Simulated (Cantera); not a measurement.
## Diamond growth

A diamond (100) surface in a fixed gas of H2 with x(CH4) = 0.025, x(CH3) = 0.00096, at 900 K, 45.8 Torr; coverages are run to steady state.

Cantera simulation using the Harris–Goodwin 1993 mechanism for the reconstructed diamond (100) surface; the numbers are that mechanism's predictions, not measurements.

| x(H) | growth (µm/h) | θ c6HH | θ c6H* | θ c6*H | θ c6** | θ c6HM |
|---|---|---|---|---|---|---|
| 0.0001 | 1.57 | 0.0980 | 0.00125 | 0.0351 | 0.000143 | 0.697 |
| 0.00026 | 3.55 | 0.176 | 0.00247 | 0.0691 | 0.000510 | 0.605 |
| 0.00067 | 6.97 | 0.300 | 0.00439 | 0.123 | 0.00132 | 0.460 |
| 0.0017 | 11.2 | 0.445 | 0.00665 | 0.186 | 0.00241 | 0.290 |
| 0.0044 | 14.7 | 0.566 | 0.00856 | 0.238 | 0.00339 | 0.148 |
| 0.011 | 16.8 | 0.635 | 0.00969 | 0.268 | 0.00395 | 0.0672 |
| 0.03 | 17.8 | 0.670 | 0.0104 | 0.283 | 0.00426 | 0.0262 |
| 0.076 | 18.2 | 0.683 | 0.0112 | 0.288 | 0.00442 | 0.0106 |
| 0.2 | 18.6 | 0.688 | 0.0126 | 0.289 | 0.00460 | 0.00408 |
θ: site fractions in the mechanism's names (c6HH fully hydrogenated, c6H* and c6*H radical sites, c6** diradical, c6HM methylated).
